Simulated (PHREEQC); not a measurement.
Dissolve 0.12 mmol/kgw Pb(NO3)2, 1.4 mmol/kgw KNO3 and 0.058 mmol/kgw Na2SO4 at 25 °C. Closed to the air; pH follows from the charge balance.

The numbers come from PHREEQC with the ion-association model, wateq4f.dat.

Task: The ionic strength comes out as 0.00192 mol/kgw. What activity coefficients do PbNO3+, SO4-2, K+, Pb+2, NO3- get?

Result: PbNO3+ 0.95, SO4-2 0.83, K+ 0.95, Pb+2 0.82, NO3- 0.95.

No solid was allowed to form. Species that the database lacks are ignored.
